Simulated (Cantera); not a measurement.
A perfectly stirred reactor is fed with 5.00 % NO, 95.0 % N2, at 10.00 Torr; it is held at 1900 K, and followed from long to short residence time.

Model: GRI-Mech 3.0 (53 species, 325 reactions), integrated in Cantera. Radical loss at walls, strong at low pressure, is not modelled.

x: mole fraction; the columns are a selection and need not sum to one.

```json
[
 {"τ (s)": "26", "x NO": "0.0452", "x N2O": "8.13e-7", "x O": "0.000145", "x NO2": "1.19e-6", "x O2": "0.00235"},
 {"τ (s)": "9.1", "x NO": "0.0487", "x N2O": "9.74e-7", "x O": "9.16e-5", "x NO2": "7.67e-7", "x O2": "0.000597"},
 {"τ (s)": "3.1", "x NO": "0.0497", "x N2O": "1.02e-6", "x O": "5.91e-5", "x NO2": "5.03e-7", "x O2": "0.000134"},
 {"τ (s)": "1.1", "x NO": "0.0499", "x N2O": "1.02e-6", "x O": "[?]", "x NO2": "[?]", "x O2": "[?]"},
 {"τ (s)": "0.38", "x NO": "0.0500", "x N2O": "9.39e-7", "x O": "1.22e-5", "x NO2": "1.14e-7", "x O2": "3.00e-6"},
 {"τ (s)": "0.13", "x NO": "0.0500", "x N2O": "7.46e-7", "x O": "3.88e-6", "x NO2": "3.52e-8", "x O2": "3.14e-7"},
 {"τ (s)": "0.045", "x NO": "0.0500", "x N2O": "[?]", "x O": "[?]", "x NO2": "[?]", "x O2": "[?]"},
 {"τ (s)": "0.016", "x NO": "0.0500", "x N2O": "2.28e-7", "x O": "3.46e-7", "x NO2": "2.04e-9", "x O2": "3.37e-9"},
 {"τ (s)": "0.0054", "x NO": "0.0500", "x N2O": "8.94e-8", "x O": "1.05e-7", "x NO2": "3.42e-10", "x O2": "3.44e-10"},
 {"τ (s)": "0.0019", "x NO": "0.0500", "x N2O": "3.32e-8", "x O": "3.52e-8", "x NO2": "5.14e-11", "x O2": "4.06e-11"},
 {"τ (s)": "0.00065", "x NO": "0.0500", "x N2O": "1.16e-8", "x O": "1.18e-8", "x NO2": "6.53e-12", "x O2": "4.67e-12"}
]
```

Question: Fill in the missing entries.

Answer: 
- 1.1, x O: 3.17e-5
- 1.1, x NO2: 2.84e-7
- 1.1, x O2: 2.42e-5
- 0.045, x N2O: 4.66e-7
- 0.045, x O: 1.15e-6
- 0.045, x NO2: 9.13e-9
- 0.045, x O2: 3.16e-8
